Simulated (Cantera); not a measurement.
Input: 1 mol AlN, 7.1 mol Cl2, 1.5 mol N2, at 700 K and 0.100 bar.

Cantera equilibrium calculation (NASA polynomials, part measured and part estimated; ideal gas, pure solids and liquids). Candidate condensed phases: Al, AlCl3, AlN; 11 gas species. The numbers say what is thermodynamically allowed, not how fast it happens.

Base state: Cl2 0.666, N2 0.238, AlCl3 0.0729, Al2Cl6 0.0230 (mole fractions); condensed: gas only.

**Question.** What changes in the equilibrium state with this change: 0.86 mol H2 added?

**Answer.** 
```
species  before   after
-------  ------  ------
Cl2       0.666   0.511
N2        0.238   0.216
HCl           0   0.185
Al2Cl6   0.0230  0.0200
AlCl3    0.0729  0.0679
```
Further candidate phases: NH4Cl.

**Question.** What changes in the equilibrium state with this change: AlN replaced by BN?

**Answer.** 
```
species  before  after
-------  ------  -----
Cl2       0.666  0.651
N2        0.238  0.233
BCl3          0  0.116
AlCl3    0.0729      0
Al2Cl6   0.0230      0
```
Further candidate phases: B, BN.
